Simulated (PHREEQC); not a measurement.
PHREEQC input (Pitzer model, pitzer.dat):

```
SOLUTION 1
  temp 25
  units mol/kgw
  pH 7 charge
  S(6) 1.6
  Na 3.2
END
SELECTED_OUTPUT 1
  -reset false
  -pH true
  -pe true
  -ionic_strength true
  -water true
  -totals C Na S
  -molalities H+ Na+ CO3-2 SO4-2 OH- HCO3- CO2 HSO4-
  -saturation_indices Burkeite Mirabilite Nahcolite Natron Thenardite Trona
USER_PUNCH 1
  -headings p_CO2(g) phi_CO2(g) p_H2O(g) phi_H2O(g) density
  10 PUNCH PR_P("CO2(g)"), PR_PHI("CO2(g)"), PR_P("H2O(g)"), PR_PHI("H2O(g)"), RHO
PRINT
  -reset false
USE solution 1
REACTION_TEMPERATURE 1
  10
GAS_PHASE 1
  -fixed_pressure
  -pressure 1
  -temperature 10
  -volume 20
  CO2(g) 1
  H2O(g) 0
END
# ... the last block is repeated for the other 7 points of P (atm)
```

Selected output (columns that matter, 8 of 8 rows; P (atm) added in front):

```
P (atm)	pH	mu	C	Na	S	si_Burkeite	si_Mirabilite	si_Nahcolite	si_Natron	si_Thenardite	si_Trona	p_CO2(g)	phi_CO2(g)	p_H2O(g)
1	4.0292	4.8007	0.026647	3.2006	1.6003	-11.633	0.5199	-3.3621	-9.3565	-0.9949	-12.722	0.9882	0.99354	0.011797
2	3.8795	4.8006	0.052798	3.2006	1.6003	-11.621	0.5208	-3.2101	-9.3519	-0.9909	-12.567	1.9881	0.9871	0.011926
3	3.7932	4.8005	0.078455	3.2007	1.6003	-11.609	0.5217	-3.1215	-9.3472	-0.987	-12.475	2.9879	0.98068	0.012058
5	3.6862	4.8005	0.1284	3.2007	1.6003	-11.587	0.5236	-3.01	-9.3379	-0.9794	-12.357	4.9877	0.96789	0.012329
7.5	3.6034	4.8004	0.18839	3.2007	1.6004	-11.56	0.5258	-2.9217	-9.3263	-0.9703	-12.261	7.4873	0.952	0.012684
10	3.5461	4.8004	0.24576	3.2008	1.6004	-11.534	0.5279	-2.8593	-9.3148	-0.9617	-12.191	9.9869	0.93622	0.013057
15	3.4686	4.8003	0.3529	3.2009	1.6004	-11.487	0.5318	-2.7721	-9.2921	-0.9456	-12.09	14.986	0.90494	0.013868
20	3.4166	4.8003	0.45031	3.201	1.6005	-11.444	0.5354	-2.7114	-9.2696	-0.9311	-12.016	19.985	0.87399	0.014778
```

Along this series the solution becomes supersaturated in solids that the run did not let form, among them Mirabilite. In brines, pH and single-ion activities rest on the MacInnes convention. Constants without temperature data keep their 25 °C values here.
